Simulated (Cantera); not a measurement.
Charge: 1 mol SiHCl3, 0.35 mol HCl, 33 mol N2, equilibrated at 100000 Pa.

Cantera equilibrium calculation (NASA polynomials, part measured and part estimated; ideal gas, pure solids and liquids). Candidate condensed phases: NH4Cl, Si, Si3N4; 28 gas species. N2 is the only nitrogen source here; it is nearly inert below about 1500 K, so the nitride shown seldom forms there in practice. The tables' values for SiCl3 are old estimates; treat these amounts as uncertain. Kinetics and transport are ignored.

### Question
At 1073 K, list the 4 most abundant gas species with their mole fractions, and the condensed phases.

### Answer
N2 0.948, HCl 0.0315, SiCl4 0.0164, H2 0.00379. Condensed: Si3N4(s).
